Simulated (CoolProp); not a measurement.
Nitrous oxide at 304.46 K and 10.8 MPa is throttled through a valve to 3.07 MPa with no heat exchange. Each further row changes one setting.

Computed with CoolProp (reference Helmholtz-energy equation of state, Lemmon 2006). It is a short technical equation, of lower accuracy than the large ones.

| case | temperature change (K) | final phase | final density (kg/m³) |
|---|---|---|---|
| as stated | -32.0 | (withheld) | (withheld) |
| outlet pressure 0.921 MPa | -71.8 | (withheld) | 49.8 |
| outlet pressure 3.99 MPa | -21.4 | two-phase, vapour fraction 0.207 | (withheld) |

Complete the blanks.


- as stated, final phase: two-phase, vapour fraction 0.285
- as stated, final density (kg/m³): 238
- outlet pressure 0.921 MPa, final phase: two-phase, vapour fraction 0.469
- outlet pressure 3.99 MPa, final density (kg/m³): 365
